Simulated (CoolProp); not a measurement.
R1234yf along the isobar 29.7 bar: density (kg/m³) from the reference equation and from simpler models built on Tc = 94.7 °C, pc = 33.84 bar, ω = 0.276; each cubic takes its own stable root.

Values from CoolProp's reference Helmholtz-energy equation of state, Lemmon 2022.

| T (°C) | phase | reference |
|---|---|---|
| -14.75 | liquid | 1231 |
| -1.55 | liquid | 1193 |
| 11.75 | liquid | 1152 |
| 24.95 | liquid | 1108 |
| 38.15 | liquid | 1060 |
| 51.45 | liquid | 1005 |
| 64.65 | liquid | 939.6 |
| 77.85 | liquid | 851.7 |
| 91.15 | gas | 217.5 |
| 104.35 | gas | 170.9 |

Task: How far does each simpler model (Soave-Redlich-Kwong, Peng-Robinson) lie from the reference over these 10 states: mean and median of the absolute difference, and the worst?

Result: 
- Soave-Redlich-Kwong: mean 11.2 %, median 11.4 %, worst -19.0 % at 77.85 °C and 29.7 bar
- Peng-Robinson: mean 2.3 %, median 1.2 %, worst -8.9 % at 77.85 °C and 29.7 bar
